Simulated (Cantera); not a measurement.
## Ignition delay

Mixture: CH₄ : H₂ : O₂ : N₂ = 1 : 0.84 : 4.65 : 15.4 (molar parts), at 1.38 atm, adiabatic and at constant volume. Ignition delay is the time to a rise of 400 K.

Computed with Cantera and GRI-Mech 3.0 (53 species, 325 reactions).

```tsv
T0 (K)	delay (ms)
1398	0.130
1473	0.0858
1548	0.0594
1623	0.0427
1698	0.0314
```

```yaml
apparent activation energy between 1548 and 1698 K: 93 kJ/mol
```
